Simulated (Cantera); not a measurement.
A Cantera script and what it prints.

```python
import numpy as np
import cantera as ct

gas_names = """
    H HO2 H2 H2O H2O2 O OH O2 O3 Ti TiO TiO2
""".split()
cond_names = """
    H2O(s) H2O(L) Ti(a) Ti(b) Ti(L) TiO(a) TiO(b) TiO(L) TiO2(ru) TiO2(L) Ti2O3(a) Ti2O3(b) Ti2O3(L)
    Ti3O5(a) Ti3O5(b) Ti3O5(L) Ti4O7(s) Ti4O7(L)
""".split()


def load(file, names, dense=False):
    # The tables refer to 1 bar. Condensed volumes are neglected.
    table = {s.name: s for s in ct.Species.list_from_file(file)}
    out = []
    for n in names:
        d = dict(table[n].input_data)
        d["thermo"] = dict(d["thermo"], **{"reference-pressure": 1e5})
        if dense:
            d["equation-of-state"] = {"model": "constant-volume", "density": "1e6 g/cm^3"}
        out.append(ct.Species.from_dict(d))
    return out


gas = ct.Solution(thermo="ideal-gas", species=load("nasa_gas.yaml", gas_names))
cond = {s.name: ct.Solution(thermo="fixed-stoichiometry", species=[s], name=s.name)
        for s in load("nasa_condensed.yaml", cond_names, dense=True)}
atoms = {
    'TiO2': {'Ti': 1, 'O': 2},
    'H2': {'H': 2},
}
top_T = {}  # K; cautious upper limits of use, not melting points


def equilibrate(T, P, feed):
    n = {}
    for name, mol in feed.items():
        for a, k in atoms[name].items():
            n[a] = n.get(a, 0.0) + k * mol
    gas.TPX = T, P, n
    mass = sum(n.values()) * gas.mean_molecular_weight
    gas.equilibrate("TP")
    valid = [c for c in cond.values() if c.min_temp <= T <= top_T.get(c.name, c.max_temp)]
    mix = ct.Mixture([(gas, mass / gas.mean_molecular_weight)] + [(c, 0.0) for c in valid])
    mix.T, mix.P = T, P
    mix.equilibrate("TP", solver="vcs", rtol=1e-11, max_steps=5000)
    return mix


results = []
feed = {'TiO2': 1, 'H2': 0.88}  # mol
P = 10000  # Pa
for T in [1000, 1100, 1200, 1300, 1400, 1500, 1600, 1700, 1800, 1900, 2000, 2100, 2200]:
    mix = equilibrate(T, P, feed)
    results.append((T, P, feed, dict(zip(mix.species_names, mix.species_moles))))

top = {s: max(r[3][s] / sum(r[3][g] for g in gas_names) for r in results) for s in gas_names}
cols = sorted((s for s in top if top[s] > 0.0001), key=lambda s: -top[s])[:9]
seen = [c for c in cond_names if any(r[3].get(c, 0) > 1e-12 for r in results)]
print("log10 of partial pressures in bar; condensed amounts in mol")
print(f"{'T/K':>10s}" + "".join(f"{s[:9]:>10s}" for s in cols + seen))
for T, P, feed, n in results:
    ng = sum(n[g] for g in gas_names)
    print(f"{T:10.4g}" + "".join(f"{np.log10(max(n[s] / ng * P / 1e5, 1e-99)):10.3f}" for s in cols)
          + "".join(f"{n.get(c, 0):10.4g}" for c in seen))
```

Output:

```
log10 of partial pressures in bar; condensed amounts in mol
       T/K        H2       H2O         H        OH  TiO2(ru)  Ti4O7(s)  Ti4O7(L)
      1000    -1.000    -5.130    -9.144   -15.930    0.9997 6.516e-05         0
      1100    -1.000    -4.501    -8.088   -13.939    0.9989 0.0002774         0
      1200    -1.000    -3.974    -7.205   -12.276    0.9963 0.0009343         0
      1300    -1.001    -3.525    -6.457   -10.865    0.9895  0.002627         0
      1400    -1.003    -3.138    -5.815    -9.651    0.9744  0.006401         0
      1500    -1.007    -2.802    -5.258    -8.597    0.9445   0.01388         0
      1600    -1.014    -2.508    -4.772    -7.673    0.8908    0.0273         0
      1700    -1.025    -2.252    -4.344    -6.857    0.8028   0.04931         0
      1800    -1.043    -2.029    -3.968    -6.133    0.6702   0.08245         0
      1900    -1.070    -1.837    -3.635    -5.488    0.4864    0.1284         0
      2000    -1.143    -1.559    -3.360    -4.777   0.02496         0    0.2438
      2100    -1.149    -1.549    -3.081    -4.405         0         0      0.25
      2200    -1.153    -1.551    -2.826    -4.079         0         0      0.25
```

Equilibrium computed with Cantera from the NASA thermochemical tables; the gas is ideal and each condensed phase is pure. Mutual solubility and eutectic melting of coexisting phases are not modelled. Condensed phases not in the tables: Magnéli phases beyond Ti4O7. Gases not in the tables: TiO(OH)2.
